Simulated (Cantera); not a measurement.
What does this Cantera script print?

```python
import numpy as np
import cantera as ct

gas = ct.Solution("gri30.yaml")


def delay(T, t_max=10):
    gas.TPX = T, 100000, {'CH4': 1, 'O2': 1.18, 'N2': 4.42, 'CO2': 0.037}
    reactor = ct.IdealGasConstPressureReactor(gas, clone=False)
    net = ct.ReactorNet([reactor])
    net.rtol, net.atol = 1e-8, 1e-16
    while net.time < t_max:
        t_old, T_old = net.time, reactor.T
        net.step()
        if reactor.T > T + 400:  # ignition: a rise of 400 K
            return t_old + (T + 400 - T_old) / (reactor.T - T_old) * (net.time - t_old)
    return np.nan


taus = []
for T in [1200, 1275, 1350, 1425, 1500, 1575, 1650, 1725]:
    taus.append(delay(T))
    print(f"T0 = {T:6g} K   tau = {taus[-1]:.4e} s")
```

Output:

```
T0 =   1200 K   tau = 6.1776e-02 s
T0 =   1275 K   tau = 2.1944e-02 s
T0 =   1350 K   tau = 8.3548e-03 s
T0 =   1425 K   tau = 3.3957e-03 s
T0 =   1500 K   tau = 1.4812e-03 s
T0 =   1575 K   tau = 6.9968e-04 s
T0 =   1650 K   tau = 3.5948e-04 s
T0 =   1725 K   tau = 2.0006e-04 s
```

Detailed kinetics in Cantera: GRI-Mech 3.0 (53 species, 325 reactions).
